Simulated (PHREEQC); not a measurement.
1 kg of water holding 0.024 mol/kgw NaCl and 0.38 mol/kgw CaCl2 is evaporated at 25 °C; the solids stay in contact with the brine. No CO2 enters from the air. The run lets Halite, Portlandite precipitate or redissolve, and no other solid.

The numbers come from PHREEQC with the Pitzer model, pitzer.dat.

```json
[
 {"water left (kg)": "1", "ionic strength": "1.16", "water activity": "0.981", "Halite (mol)": "0", "Ca in solution (mol/kgw)": "0.380"},
 {"water left (kg)": "0.8219", "ionic strength": "1.42", "water activity": "0.977", "Halite (mol)": "0", "Ca in solution (mol/kgw)": "0.462"},
 {"water left (kg)": "0.6755", "ionic strength": "1.72", "water activity": "0.971", "Halite (mol)": "0", "Ca in solution (mol/kgw)": "0.563"},
 {"water left (kg)": "0.5552", "ionic strength": "2.10", "water activity": "0.963", "Halite (mol)": "0", "Ca in solution (mol/kgw)": "0.684"},
 {"water left (kg)": "0.4563", "ionic strength": "2.55", "water activity": "0.954", "Halite (mol)": "0", "Ca in solution (mol/kgw)": "0.833"},
 {"water left (kg)": "0.375", "ionic strength": "3.10", "water activity": "0.941", "Halite (mol)": "0", "Ca in solution (mol/kgw)": "1.01"},
 {"water left (kg)": "0.3082", "ionic strength": "3.78", "water activity": "0.925", "Halite (mol)": "0", "Ca in solution (mol/kgw)": "1.23"},
 {"water left (kg)": "0.2082", "ionic strength": "5.59", "water activity": "0.872", "Halite (mol)": "0", "Ca in solution (mol/kgw)": "1.82"},
 {"water left (kg)": "0.1711", "ionic strength": "6.80", "water activity": "0.831", "Halite (mol)": "0", "Ca in solution (mol/kgw)": "2.22"},
 {"water left (kg)": "0.1407", "ionic strength": "8.28", "water activity": "0.776", "Halite (mol)": "0", "Ca in solution (mol/kgw)": "2.70"},
 {"water left (kg)": "0.1156", "ionic strength": "10.1", "water activity": "0.704", "Halite (mol)": "0", "Ca in solution (mol/kgw)": "3.29"},
 {"water left (kg)": "0.09502", "ionic strength": "12.2", "water activity": "0.611", "Halite (mol)": "0", "Ca in solution (mol/kgw)": "4.00"},
 {"water left (kg)": "0.07809", "ionic strength": "14.9", "water activity": "0.499", "Halite (mol)": "0", "Ca in solution (mol/kgw)": "4.87"},
 {"water left (kg)": "0.06418", "ionic strength": "17.9", "water activity": "0.380", "Halite (mol)": "0.0126", "Ca in solution (mol/kgw)": "5.92"}
]
```

Halite from water left = 0.06418 kg.
